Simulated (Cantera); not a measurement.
A perfectly stirred reactor is fed with C2H6 : N2 = 1 : 2.6 (molar parts), at 1.01 bar; it is held at 1575 K, and followed from long to short residence time.

Model: GRI-Mech 3.0 (53 species, 325 reactions), integrated in Cantera. GRI-Mech 3.0 stops at C3 and has no aromatics, soot or wall deposition, so with more carbon than oxygen in the feed, carbon stays in small species such as C2H2 where larger ones or solid carbon would form.

Q: Predict: x(C2H6) at τ = 0.800 s; x(C2H2) at τ = 0.800 s; x(C2H4) at τ = 0.800 s; x(CH2) at τ = 0.800 s; x(CH3) at τ = 0.800 s; x(C2H6) at τ = 27.0 ms; x(C2H2) at τ = 27.0 ms; x(C2H4) at τ = 27.0 ms; x(CH2) at τ = 27.0 ms; x(CH3) at τ = 27.0 ms.

A: 
```
Quantity                   Value
----------------------  --------
x(C2H6) at τ = 0.800 s   8.80e-5
x(C2H2) at τ = 0.800 s     0.156
x(C2H4) at τ = 0.800 s   0.00696
x(CH2) at τ = 0.800 s    8.63e-9
x(CH3) at τ = 0.800 s   0.000102
x(C2H6) at τ = 27.0 ms   0.00114
x(C2H2) at τ = 27.0 ms     0.145
x(C2H4) at τ = 27.0 ms    0.0127
x(CH2) at τ = 27.0 ms    6.52e-8
x(CH3) at τ = 27.0 ms   0.000333
```
